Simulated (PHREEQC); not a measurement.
**Leach liquor: an equilibrium model**

A solution holds 0.068 mol/kgw H2SO4, 0.05 mol/kgw Al2(SO4)3 and 0.15 mol/kgw Na2SO4, at 15 °C. Closed to the air; pH follows from the charge balance.

All values are PHREEQC results (ion-association model, wateq4f.dat), not measurements.

```
Quantity                   Value
-----------------  -------------
pH                          1.48
ionic strength     0.520 mol/kgw
activity of water          0.989
total alkalinity     -136 meq/kg
```

```csv
species,molality,activity,log γ
Na+,0.270,0.192,-0.147
SO4-2,0.113,0.0234,-0.685
HSO4-,0.0921,0.0615,-0.176
AlSO4+,0.0548,0.0366,-0.176
H+,0.0435,0.0333,-0.116
Al(SO4)2-,0.0386,0.0258,-0.176
NaSO4-,0.0304,0.0211,-0.159
Al+3,0.00625,0.000566,-1.043
AlHSO4+2,0.000338,0.000100,-0.528
AlOH+2,3.72e-7,8.58e-8,-0.637
```

Precipitation was switched off in this run.
